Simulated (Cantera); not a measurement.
# SiHCl3 + N2 (silicon epitaxy and polysilicon growth)

Feed: 1 mol SiHCl3, a varied amount of N2, held at 1073.15 K and 48000 Pa.

Method: chemical equilibrium by Gibbs-energy minimisation in Cantera with the NASA 1993 tables (ideal gas, pure condensed phases). Candidate condensed phases: NH4Cl, Si, Si3N4; 28 gas species. N2 is the only nitrogen source here; it is nearly inert below about 1500 K, so the nitride shown seldom forms there in practice. The tables' values for SiCl3 are old estimates; treat these amounts as uncertain. Kinetics and transport are ignored.

From 32 mol N2 to 240 mol N2 the condensed part is Si3N4(s). The main Si-bearing gas is SiCl4 throughout. The share of Si in condensed phases is highest at 240 mol N2 (48.3 %) and lowest at 32 mol N2 (46.3 %).

```json
[
 {"n(N2) (mol)": "32", "x N2": "0.956", "x HCl": "0.0257", "x SiCl4": "0.0162", "x H2": "0.00223", "x SiCl3": "2.20e-5", "n Si3N4(s)": "0.154"},
 {"n(N2) (mol)": "43", "x N2": "0.967", "x HCl": "0.0196", "x SiCl4": "0.0121", "x H2": "0.00150", "x SiCl3": "1.76e-5", "n Si3N4(s)": "0.155"},
 {"n(N2) (mol)": "57", "x N2": "0.975", "x HCl": "0.0151", "x SiCl4": "0.00910", "x H2": "0.00103", "x SiCl3": "1.42e-5", "n Si3N4(s)": "0.157"},
 {"n(N2) (mol)": "76", "x N2": "0.981", "x HCl": "0.0116", "x SiCl4": "0.00681", "x H2": "0.000692", "x SiCl3": "1.15e-5", "n Si3N4(s)": "0.158"},
 {"n(N2) (mol)": "100", "x N2": "0.985", "x HCl": "0.00894", "x SiCl4": "0.00517", "x H2": "0.000473", "x SiCl3": "9.30e-6", "n Si3N4(s)": "0.159"},
 {"n(N2) (mol)": "140", "x N2": "0.990", "x HCl": "0.00649", "x SiCl4": "0.00368", "x H2": "0.000295", "x SiCl3": "7.21e-6", "n Si3N4(s)": "0.160"},
 {"n(N2) (mol)": "180", "x N2": "0.992", "x HCl": "0.00510", "x SiCl4": "0.00286", "x H2": "0.000207", "x SiCl3": "5.96e-6", "n Si3N4(s)": "0.160"},
 {"n(N2) (mol)": "240", "x N2": "0.994", "x HCl": "0.00387", "x SiCl4": "0.00214", "x H2": "0.000138", "x SiCl3": "4.79e-6", "n Si3N4(s)": "0.161"}
]
```
x: gas mole fraction; n: condensed amount in mol.
